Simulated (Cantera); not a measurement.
A perfectly stirred reactor is fed with 82.0 % N2O, 18.0 % O2, at 0.790 atm; it is held at 1025 K, and followed from long to short residence time.

Model: GRI-Mech 3.0 (53 species, 325 reactions), integrated in Cantera. GRI-Mech 3.0 was tuned for natural gas; its chemistry of N2O as a main component is partial and can be far from experiment. The mechanism lacks the step 2 NO + O2 → 2 NO2, which can matter for NO2 below about 1400 K. The temperature is held fixed by assumption; the heat of reaction is taken as removed at once.

Task: Predict: x(N2O) at τ = 10.0 s; x(O2) at τ = 10.0 s; x(NO) at τ = 10.0 s; x(N2) at τ = 10.0 s; x(O) at τ = 10.0 s; x(N2O) at τ = 0.280 s; x(O2) at τ = 0.280 s; x(NO) at τ = 0.280 s; x(N2) at τ = 0.280 s; x(O) at τ = 0.280 s.

Result: 
```
Property                 Value
---------------------  -------
x(N2O) at τ = 10.0 s     0.725
x(O2) at τ = 10.0 s      0.206
x(NO) at τ = 10.0 s    0.00296
x(N2) at τ = 10.0 s     0.0654
x(O) at τ = 10.0 s     6.55e-8
x(N2O) at τ = 0.280 s    0.817
x(O2) at τ = 0.280 s     0.181
x(NO) at τ = 0.280 s   9.96e-5
x(N2) at τ = 0.280 s   0.00212
x(O) at τ = 0.280 s    6.94e-8
```
